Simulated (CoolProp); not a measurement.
C2F6 (R116) at several states: fugacity coefficient from the reference equation and from simpler models built on Tc = 19.9 °C, pc = 3048 kPa, ω = 0.257; each cubic takes its own stable root.

Model: reference Helmholtz-energy equation of state, Lemmon 2006, in CoolProp. It is a short technical equation, of lower accuracy than the large ones.

| T (°C) | p (kPa) | phase | reference | van der Waals | Redlich-Kwong | Soave-Redlich-Kwong | Peng-Robinson |
|---|---|---|---|---|---|---|---|
| -43.75 | 99.7 | gas | … | 0.9827 | 0.9779 | … | … |
| -38.95 | 10 | gas | 0.9977 | 0.9983 | 0.9979 | 0.9977 | 0.9976 |
| 92.75 | 2030 | gas | 0.9027 | … | … | 0.9036 | 0.8867 |
| 83.95 | 2750 | gas | … | 0.8400 | … | 0.8585 | 0.8366 |

Complete the blanks.


- -43.75, reference: 0.9754
- -43.75, Soave-Redlich-Kwong: 0.9760
- -43.75, Peng-Robinson: 0.9745
- 92.75, van der Waals: 0.8885
- 92.75, Redlich-Kwong: 0.8876
- 83.95, reference: 0.8573
- 83.95, Redlich-Kwong: 0.8383
